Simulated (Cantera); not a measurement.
Input: 1 mol Si2Cl6, a varied amount of H2, equilibrated at 602 °C and 100 Torr.

Equilibrium computed with Cantera from the NASA thermochemical tables; the gas is ideal and each condensed phase is pure. Candidate condensed phases: Si; 19 gas species. The feed counts by its element totals alone. The tables' values for SiCl3 are old estimates; treat these amounts as uncertain. Rates play no part.

Question: At 20 mol H2, list the 5 most abundant gas species with their mole fractions, and the condensed phases.

Answer: H2 0.920, SiCl4 0.0521, SiHCl3 0.0217, HCl 0.00484, SiH2Cl2 0.000825. Condensed: Si(s).
